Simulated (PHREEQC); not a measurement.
A solution holds 130 mmol/kgw NiSO4, 26 mmol/kgw NiCl2 and 140 mmol/kgw HCl, at 25 °C. Closed to the air; pH follows from the charge balance.

The numbers come from PHREEQC with the ion-association model, wateq4f.dat.

| quantity | before | after |
|---|---|---|
| pH | 1.22 | 5.84 |
| ionic strength (mol/kgw) | 0.436 | 0.618 |
| Cl- (mol/kgw) | 0.174 | 0.299 |
| Ni+2 (mol/kgw) | 0.104 | 0.0914 |
| HSO4- (mol/kgw) | 0.0610 | 1.79e-6 |
| NiSO4 (mol/kgw) | 0.0367 | 0.0392 |
| SI of Morenosite (NiSO4:7H2O) | -1.35 | -1.31 |

Question: Name the change that produced these shifts.
A. temperature from 25 to 70 °C
B. HCl replaced by MgCl2 at the same molality
C. HCl from 0.14 to 0.21 mol/kgw
D. 0.033 mol/kgw NaHCO3 added
E. NiCl2 from 0.026 to 0.013 mol/kgw

Answer: B, HCl replaced by MgCl2 at the same molality

No solid was allowed to form.
